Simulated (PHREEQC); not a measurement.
Dissolve 21 mmol/kgw HF, 130 mmol/kgw KF and 26 mmol/kgw HCl at 85 °C. Closed to the air; pH follows from the charge balance.

The numbers come from PHREEQC with the ion-association model, phreeqc.dat.

No solid was allowed to form.

**Question.** Order these F species by the share of F that they hold, largest first: F-, HF2-, HF.

**Answer.** F- (60 %), HF (22 %), HF2- (17 %)

The pH is 3.96 and the ionic strength 0.130 mol/kgw. Constants without temperature data keep their 25 °C values here.
